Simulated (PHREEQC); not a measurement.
A solution holds 0.0097 mol Cu(NO3)2, 0.028 mol HCl and 0.0033 mol Na2SO4 per kg of water, at 25 °C. It is in equilibrium with CO2 at log p = 0 (atm). Otherwise closed; pH follows from the charge balance.

The numbers come from PHREEQC with the ion-association model, phreeqc.dat.

No solid was allowed to form.

Task: Estimate the pH, specific conductance.

Result: pH 1.65; specific conductance 12200 µS/cm.

Task: In which forms is Cu present?

Result: Cu+2 92 %, CuSO4 4.8 %, CuCl+ 3.1 % of the Cu.
